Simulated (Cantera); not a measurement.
Input: 1 mol V2O5, 2800 mol H2, 70 mol N2, held at 2.50 bar.

These are equilibrium values from Cantera (NASA tables, ideal gas, pure condensed phases), not measurements of a reactor. Candidate condensed phases: H2O, V, VN, VO, V2O3, V2O4, V2O5; 28 gas species. VN: taken at fixed stoichiometry. Condensed phases not in the tables: V2N. Kinetics and transport are ignored. All values below are at 1875 K.

Base state: H2 0.974, N2 0.0240, H2O 0.00174, H 0.000409 (mole fractions); condensed: VN(s).

Task: What changes in the equilibrium state with this change: pressure from 2.50 bar to 1.10 bar?

Result: 
```csv
species,before,after
H2,0.974,0.974
N2,0.0240,0.0242
H2O,0.00174,0.00146
H,0.000409,0.000617
"VN(s), mol",2.00,1.20
"VO(s), mol",0,0.799
```
Mutual solubility and eutectic melting of coexisting phases are not modelled. VN, VO: taken at fixed stoichiometry. Condensed phases not in the tables: solid solutions among these carbides, nitrides and lower oxides, V2N.
